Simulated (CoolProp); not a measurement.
Vapour-liquid equilibrium of carbon dioxide (1) + CHF3 (R23) (2) at 240.9 K; x and y are mole fractions of (1).

Computed with CoolProp (multi-fluid Helmholtz-energy mixture model, Span 1996 and Penoncello 2003; pair parameters Bell 2016).

| x | bubble pressure (kPa) | y at the bubble point | dew pressure at overall composition x (kPa) | liquid density (mol/L) |
|---|---|---|---|---|
| 0.05 | 960.0 | 0.072 | 951.6 | 17.84 |
| 0.125 | 1000 | 0.172 | 981.2 | 18.22 |
| 0.2 | 1040 | 0.265 | 1012 | 18.63 |
| 0.275 | 1078 | 0.351 | 1044 | 19.05 |
| 0.35 | 1114 | 0.431 | 1077 | 19.49 |
| 0.425 | 1148 | 0.505 | 1111 | 19.96 |
| 0.5 | 1180 | 0.575 | 1146 | 20.46 |
| 0.575 | 1209 | 0.641 | 1180 | 20.98 |
| 0.65 | 1236 | 0.705 | 1213 | 21.54 |
| 0.725 | 1260 | 0.767 | 1244 | 22.13 |
| 0.8 | 1281 | 0.829 | 1271 | 22.76 |
| 0.875 | 1300 | 0.891 | 1295 | 23.43 |
| 0.95 | 1315 | 0.955 | 1314 | 24.15 |

No azeotrope shows between x = 0.05 and 0.95.

Pair parameters are fitted to limited data, so mixtures are less certain than the pure fluids.
